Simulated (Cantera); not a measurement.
# Premixed flame

A freely propagating, adiabatic, planar premixed flame of H2 : O2 : N2 = 1 : 0.562 : 2.53 (molar parts), equivalence ratio 0.89, unburnt at 500 K and 0.128 atm; unity-Lewis-number transport, grid criteria slope 0.08 and curve 0.16, no radiation.

Model: the H2/O2 subset of GRI-Mech 3.0, which has no nitrogen chemistry, integrated in Cantera. Unity Lewis numbers drop preferential diffusion, which matters most where H2 and H carry the flame. Burning velocities carry a grid error of a few per cent, more on coarse grids.

| z (mm) | T (K) | u (m/s) | x H2 | x O2 | x H2O | x HO2 | x OH | x H2O2 |
|---|---|---|---|---|---|---|---|---|
| -14.3 | 500 | 2.18 | 0.244 | 0.137 | <1e-8 | <1e-8 | <1e-8 | <1e-8 |
| -9.53 | 500 | 2.18 | 0.244 | 0.137 | 5.19e-8 | <1e-8 | <1e-8 | <1e-8 |
| -7.15 | 500 | 2.18 | 0.244 | 0.137 | 6.65e-7 | 2.42e-8 | <1e-8 | <1e-8 |
| -4.77 | 500 | 2.18 | 0.244 | 0.137 | 1.64e-5 | 5.83e-7 | <1e-8 | 1.63e-8 |
| -2.38 | 517 | 2.25 | 0.243 | 0.136 | 0.00207 | 4.29e-5 | 5.79e-6 | 1.19e-6 |
| -1.19 | 687 | 2.96 | 0.218 | 0.125 | 0.0271 | 3.71e-5 | 0.000218 | 1.28e-6 |
| 0 | 1089 | 4.57 | 0.0997 | 0.0743 | 0.128 | 1.25e-5 | 0.00246 | 6.03e-7 |
| 1.19 | 1331 | 5.50 | 0.0355 | 0.0424 | 0.185 | 5.68e-6 | 0.00637 | 7.90e-7 |
| 2.38 | 1448 | 5.93 | 0.0322 | 0.0378 | 0.195 | 4.32e-6 | 0.00829 | 6.43e-7 |
| 4.77 | 1583 | 6.41 | 0.0320 | 0.0347 | 0.204 | 3.31e-6 | 0.0103 | 3.95e-7 |
| 9.53 | 1725 | 6.91 | 0.0302 | 0.0314 | 0.214 | 2.48e-6 | 0.0121 | 2.08e-7 |
| 19.1 | 1866 | 7.39 | 0.0266 | 0.0280 | 0.225 | 1.82e-6 | 0.0130 | 1.10e-7 |
| 38.1 | 1994 | 7.82 | 0.0215 | 0.0247 | 0.237 | 1.32e-6 | 0.0129 | 6.50e-8 |
x: mole fraction of selected species; z is measured from the peak of heat release.

```json
{
  "laminar_burning_velocity": "218 cm/s",
  "thermal_thickness": "4.77 mm",
  "peak x(HO2)": "5.68e-5",
  "peak x(OH)": "0.0131",
  "peak x(H2O2)": "1.84e-6",
  "grid_points": "130"
}
```
